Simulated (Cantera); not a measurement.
Input (Python, Cantera):

```python
import numpy as np
import cantera as ct

gas = ct.Solution("gri30.yaml")
gas.TP = 300, 36000
flame = ct.CounterflowDiffusionFlame(gas, width=0.02)
flame.fuel_inlet.X, flame.fuel_inlet.T = {'CH4': 1, 'H2': 0.25}, 400
flame.oxidizer_inlet.X, flame.oxidizer_inlet.T = {'O2': 0.25, 'N2': 0.75}, 498
flame.set_refine_criteria(ratio=3, slope=0.12, curve=0.24, prune=0.03)
show = ['OH', 'H', 'NO', 'CO', 'C2H2']

rows = []
print(f"{'mdot':>8s}{'a_max':>10s}{'a_mean':>10s}{'Tmax/K':>9s}" + "".join(f"{s:>11s}" for s in show) + "   (peak mole fractions)")
for i, mdot in enumerate([0.22, 0.27, 0.35, 0.44, 0.56, 0.72, 0.91, 1.2, 1.5, 1.9]):  # kg/m2/s on the oxidiser side
    flame.oxidizer_inlet.mdot, flame.fuel_inlet.mdot = mdot, 0.69 * mdot
    flame.solve(loglevel=0, auto=(i == 0))
    if flame.T.max() < max(400, 498) + 100:
        print(f"{mdot:8.3g}  no burning solution found from the previous one")
        break
    dT = np.abs(np.gradient(flame.T, flame.grid))
    rows.append([flame.strain_rate("max"), flame.strain_rate("mean"), flame.T.max(),
                 *(flame.X[gas.species_index(s)].max() for s in show), max(dT[0], dT[-1]) / dT.max()])
    print(f"{mdot:8.3g}{rows[-1][0]:10.1f}{rows[-1][1]:10.1f}{rows[-1][2]:9.1f}" + "".join(f"{x:11.3e}" for x in rows[-1][3:-1]))
```

Result:

```
    mdot     a_max    a_mean   Tmax/K         OH          H         NO         CO       C2H2   (peak mole fractions)
    0.22     436.9      96.6   2132.4  1.339e-02  1.225e-02  2.180e-04  6.973e-02  1.593e-02
    0.27     523.3     118.5   2121.4  1.318e-02  1.246e-02  1.989e-04  6.896e-02  1.559e-02
    0.35     660.7     153.7   2109.2  1.290e-02  1.273e-02  1.755e-04  6.819e-02  1.514e-02
    0.44     811.9     193.2   2095.9  1.256e-02  1.290e-02  1.541e-04  6.761e-02  1.459e-02
    0.56    1010.9     245.8   2080.5  1.214e-02  1.301e-02  1.316e-04  6.717e-02  1.386e-02
    0.72    1272.1     316.1   2062.7  1.166e-02  1.304e-02  1.087e-04  6.696e-02  1.296e-02
    0.91    1578.1     399.5   2044.1  1.113e-02  1.297e-02  8.811e-05  6.701e-02  1.190e-02
     1.2    2037.2     526.8   2017.6  1.036e-02  1.268e-02  6.497e-05  6.732e-02  1.037e-02
     1.5    2502.4     658.5   1990.1  9.570e-03  1.220e-02  4.735e-05  6.767e-02  8.847e-03
     1.9    3104.7     834.1   1950.4  8.455e-03  1.129e-02  2.992e-05  6.789e-02  6.867e-03
```

Cantera simulation using GRI-Mech 3.0 (53 species, 325 reactions); the numbers are that mechanism's predictions, not measurements. GRI-Mech 3.0 has no aromatics or soot, which form on the fuel side of real flames. The maximum strain rate includes the flame's own expansion and is several times the mean.
